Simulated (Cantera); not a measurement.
Silicon oxide and oxynitride deposition: SiCl₄ + O₃ + H₂ + NO

Input: 1 mol SiCl₄, 0.2 mol O₃, 0.36 mol H₂, 1.6 mol NO, held at 1.00 bar.

Equilibrium computed with Cantera from the NASA thermochemical tables; the gas is ideal and each condensed phase is pure. Candidate condensed phases: H₂O, NH₄Cl, Si, SiO₂, Si₂N₂O, Si₃N₄; 47 gas species. The tables hold silica as quartz up to 1696 K and as liquid above; real silica turns to tridymite and cristobalite and melts near 1996 K. Kinetics and transport are ignored.

```json
[
 {"T (°C)": "1200", "x Cl₂": "0.478", "x Cl": "0.0336", "x N₂": "0.241", "x HCl": "0.216", "x O₂": "0.0297", "n SiO₂(β-quartz)": "1.000", "n SiO₂(condensed)": "0"},
 {"T (°C)": "1275", "x Cl₂": "0.463", "x Cl": "0.0544", "x N₂": "0.239", "x HCl": "0.214", "x O₂": "0.0294", "n SiO₂(β-quartz)": "1.000", "n SiO₂(condensed)": "0"},
 {"T (°C)": "1350", "x Cl₂": "0.441", "x Cl": "0.0834", "x N₂": "0.235", "x HCl": "0.211", "x O₂": "0.0289", "n SiO₂(β-quartz)": "1.000", "n SiO₂(condensed)": "0"},
 {"T (°C)": "1425", "x Cl₂": "0.412", "x Cl": "0.122", "x N₂": "0.230", "x HCl": "0.207", "x O₂": "0.0282", "n SiO₂(β-quartz)": "0", "n SiO₂(condensed)": "1.000"},
 {"T (°C)": "1500", "x Cl₂": "0.375", "x Cl": "0.170", "x N₂": "0.224", "x HCl": "0.202", "x O₂": "0.0274", "n SiO₂(β-quartz)": "0", "n SiO₂(condensed)": "1.000"},
 {"T (°C)": "1575", "x Cl₂": "0.332", "x Cl": "0.227", "x N₂": "0.217", "x HCl": "0.195", "x O₂": "0.0264", "n SiO₂(β-quartz)": "0", "n SiO₂(condensed)": "1.000"},
 {"T (°C)": "1650", "x Cl₂": "0.285", "x Cl": "0.290", "x N₂": "0.209", "x HCl": "0.188", "x O₂": "0.0253", "n SiO₂(β-quartz)": "0", "n SiO₂(condensed)": "0.999"}
]
```
x: gas mole fraction; n: condensed amount in mol.

From 1200 °C to 1350 °C the condensed part is SiO₂(β-quartz). From 1425 °C to 1650 °C the condensed part is SiO₂(condensed). The main Si-bearing gas is SiCl₄ throughout.
